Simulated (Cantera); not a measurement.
A closed system holds: 1 mol SiF4, 0.13 mol H2O, equilibrated at 802 °C and 0.000270 bar.

These are equilibrium values from Cantera (NASA tables, ideal gas, pure condensed phases), not measurements of a reactor. Candidate condensed phases: H2O, Si, SiO2; 38 gas species. Rates play no part.

Question: What is the equilibrium state?

Answer: 
```json
{
  "x(SiF4)": "0.783",
  "x(HF)": "0.215",
  "x(H2O)": "0.00117",
  "n(SiO2(β-quartz))": "0.0643 mol",
  "gas_amount": "1.194 mol",
  "log10 activity of Si(s) (absent)": "-24.20"
}
```
